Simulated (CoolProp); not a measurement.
Vapour-liquid equilibrium of ethylene (1) + n-butane (2) at 0.0473 MPa; x and y are mole fractions of (1).

Computed with CoolProp (multi-fluid Helmholtz-energy mixture model, Smukala 2000 and Bücker 2006; pair parameters Bell 2016).

Q: Give the bubble temperature and the first vapour's composition at x = 0.35, 0.65, 0.8. Is there an azeotrope?

A: x = 0.35: 175.4 K, y = 0.997; x = 0.65: 165.2 K, y = 0.999; x = 0.8: 161.3 K, y = 1.000. No azeotrope shows between x = 0.05 and 0.95.

The pair parameters rest on a limited set of measurements; away from them the model extrapolates. The gap from Raoult's law changes sign with composition, which may be real or a fault of the pair parameters; it wasn't checked against measurements.
